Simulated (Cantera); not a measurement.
Feed: 1 mol Cr, 2.9 mol O2, held at 1973 K and 0.100 bar.

Cantera equilibrium calculation (NASA polynomials, part measured and part estimated; ideal gas, pure solids and liquids). Candidate condensed phases: Cr, Cr2O3; 7 gas species. Kinetics and transport are ignored.

Base state: O2 0.998, O 0.00171, CrO2 0.000114, CrO3 9.99e-5 (mole fractions); condensed: Cr2O3(s).

### Question
What changes in the equilibrium state with this change: Cr replaced by Ta(OEt)5?

### Answer
```tsv
species	before	after
H2	0	0.564
CO	0	0.431
H	0	0.00320
O2	0.998	<1e-9
CrO2	0.000114	0
H2O	0	0.00209
O	0.00171	4.71e-9
CO2	0	0.000356
CrO3	9.99e-5	0
Cr2O3(s), mol	0.500	0
TaC(s), mol	0	0.501
Ta2O5(s), mol	0	0.249
```
The feed counts by its element totals alone. Mutual solubility and eutectic melting of coexisting phases are not modelled. TaC: taken at fixed stoichiometry. Condensed phases not in the tables: Ta2C. Further candidate phases: C, C6H6, C7H8, C8H18, H2O, Ta, TaC, Ta2O5.
